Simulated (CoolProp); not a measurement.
Vapour-liquid equilibrium of cyclohexane (1) + toluene (2) at 9.69 bar; x and y are mole fractions of (1).

The numbers come from the multi-fluid Helmholtz-energy mixture model, Zhou 2014 and Lemmon 2006; pair parameters Bell 2016 in CoolProp.

Task: Give the bubble temperature and the first vapour's composition at x = 0.05, 0.15, 0.35. Is there an azeotrope?

Result: x = 0.05: 485.2 K, y = 0.085; x = 0.15: 479.9 K, y = 0.234; x = 0.35: 471.2 K, y = 0.474. No azeotrope shows between x = 0.05 and 0.95.

Pair parameters are fitted to limited data, so mixtures are less certain than the pure fluids.
